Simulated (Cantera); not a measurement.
Charge: 1 mol C2F6, 4.6 mol H2, 0.018 mol CH4, equilibrated at 1002 °C and 6.40 Pa.

Method: chemical equilibrium by Gibbs-energy minimisation in Cantera with the NASA 1993 tables (ideal gas, pure condensed phases). Candidate condensed phases: C, C6H6, C7H8, C8H18; 95 gas species. The feed counts by its element totals alone. Equilibrium is a limit: real reactors are often held back by kinetics, nucleation or transport.

Task: What is the equilibrium state?

Result: 
```json
{
  "x(HF)": "0.786",
  "x(H2)": "0.214",
  "x(H)": "4.26e-5",
  "n(C(graphite))": "2.02 mol",
  "gas_amount": "7.636 mol"
}
```
